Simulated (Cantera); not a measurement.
**Diamond growth**

A diamond (100) surface in a fixed gas of H2 with x(CH4) = 0.028, x(H) = 0.00073, at 1300 K, 0.0938 atm; coverages are run to steady state.

Model: the Harris–Goodwin 1993 mechanism for the reconstructed diamond (100) surface, integrated in Cantera.

```tsv
x(CH3)	growth (µm/h)	θ c6HH	θ c6H*	θ c6*H	θ c6**	θ c6HM
1e-06	0.00850	0.441	0.0457	0.488	0.0251	3.56e-6
2.8e-06	0.0238	0.441	0.0457	0.488	0.0251	9.96e-6
7.9e-06	0.0670	0.441	0.0457	0.488	0.0251	2.81e-5
2.2e-05	0.186	0.441	0.0456	0.488	0.0250	7.82e-5
6.2e-05	0.522	0.441	0.0456	0.487	0.0249	0.000220
0.00017	1.41	0.441	0.0455	0.486	0.0244	0.000599
0.00049	3.85	0.439	0.0453	0.484	0.0230	0.00169
0.0014	9.70	0.436	0.0448	0.479	0.0199	0.00463
0.0038	20.3	0.428	0.0437	0.467	0.0146	0.0115
```
θ: site fractions in the mechanism's names (c6HH fully hydrogenated, c6H* and c6*H radical sites, c6** diradical, c6HM methylated).
